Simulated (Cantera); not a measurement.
Adiabatic ignition

An adiabatic, constant-pressure homogeneous reactor starts with 4.06 % CH₄, 9.90 % O₂, 86.0 % N₂, equivalence ratio 0.82, at 1275 K and 4880 Torr.

Computed with Cantera and GRI-Mech 3.0 (53 species, 325 reactions).

```
t (s)     T (K)   x CH₄    x O₂    x NO₂     x CO₂    x C₂H₄
--------  -----  ------  ------  -------  --------  --------
4.00e-6    1275  0.0406  0.0990   <1e-12    <1e-12    <1e-12
1.10e-5    1275  0.0406  0.0990   <1e-12    <1e-12    <1e-12
3.05e-5    1275  0.0406  0.0990   <1e-12    <1e-12  3.49e-12
8.42e-5    1275  0.0406  0.0990   <1e-12  9.26e-12  1.16e-10
0.000233   1275  0.0406  0.0990   <1e-12  4.45e-10   5.96e-9
0.000642   1275  0.0405  0.0990   <1e-12   1.27e-8   1.91e-7
0.00177    1276  0.0404  0.0989   <1e-12   1.22e-7   2.07e-6
0.00490    1288  0.0383  0.0974   <1e-12   7.46e-6   8.72e-5
0.0135     2136  <1e-12  0.0178  1.30e-7    0.0401    <1e-12
0.0374     2135  <1e-12  0.0176  4.50e-7    0.0401    <1e-12
0.103      2133  <1e-12  0.0173  1.18e-6    0.0401    <1e-12
0.285      2131  <1e-12  0.0167  2.33e-6    0.0401    <1e-12
0.787      2129  <1e-12  0.0163  3.05e-6    0.0401    <1e-12
2.17       2129  <1e-12  0.0163  3.11e-6    0.0401    <1e-12
6.00       2129  <1e-12  0.0163  3.11e-6    0.0401    <1e-12
```
x: mole fraction; the columns are a selection and need not sum to one.

```
Quantity                                                             Value
---------------------------------  ---------------------------------------
time of steepest temperature rise                                  6.29 ms
temperature at 6.00 s                                               2129 K
equilibrium temperature                                             2129 K
x(CH₄) at 6.00 s                     <1e-12 (gas-phase equilibrium <1e-12)
x(O₂) at 6.00 s                      0.0163 (gas-phase equilibrium 0.0163)
x(NO₂) at 6.00 s                   3.11e-6 (gas-phase equilibrium 3.11e-6)
```
